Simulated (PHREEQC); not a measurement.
0.059 g of hydrous ferric oxide (600 m²/g; 0.2 weak and 0.005 strong sites per Fe, Dzombak-Morel constants, diffuse double layer) in 1 kg of water with 0.001 mol/kgw of an inert sodium salt, at 25 °C; the pH is set by adding NaOH or the inert anion's acid. Oxygen alone is held at its pressure in air (log pO2 = -0.68). No CO2 enters from the air. Nothing may precipitate in this run.

Model: ion-association model, wateq4f.dat, run in PHREEQC.

**Question.** Predict surface charge σ (C/m²), surface potential ψ (mV) at pH = 3, 3.5, 5.5, 6, 7.5.

**Answer.** 
```
pH   surface charge σ (C/m²)  surface potential ψ (mV)
---  -----------------------  ------------------------
3                      0.253                       234
3.5                    0.174                       225
5.5                    0.031                       145
6                      0.019                       119
7.5                    0.003                        35
```

The oxide is taken as insoluble; below pH 4 it would dissolve.
